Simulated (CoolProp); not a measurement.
The fluid at 298.15 K and 9.24 MPa flows at 5.5 m/s in a round tube of 1 mm bore and 15 µm roughness, fully developed (64/Re and Nu = 3.66 if laminar; Colebrook and Gnielinski if turbulent). The same conditions are run with several fluids, on thermodynamics alone (safety and materials aside).

Computed with CoolProp (reference Helmholtz-energy equation of state of each fluid (carbon dioxide: Span 1996; R236FA: Pan 2012; sulfur hexafluoride: Guder 2009; R142b: Lemmon 2006; c-C4F8 (RC318): Platzer 1990)). The equations of Platzer and Polt are older, rougher fits.

```
fluid                Reynolds number  Darcy friction factor  pressure drop (Pa/m)  heat-transfer coefficient (W/(m² K))  mass flow (kg/h)
-------------------  ---------------  ---------------------  --------------------  ------------------------------------  ----------------
carbon dioxide                 61200                 0.0444                541000                                 41200              12.5
R236FA                         23000                 0.0456                966000                                 17300              21.8
sulfur hexafluoride            50400                 0.0446               1020000                                 24600              23.4
R142b                          24200                 0.0455                785000                                 18300              17.7
c-C4F8 (RC318)                 19100                 0.0460               1080000                                 14300              24.1
```

Transport values come from each fluid's own correlations; those of R236FA, R142b, c-C4F8 (RC318) are estimates that may be off by 10 % or more.
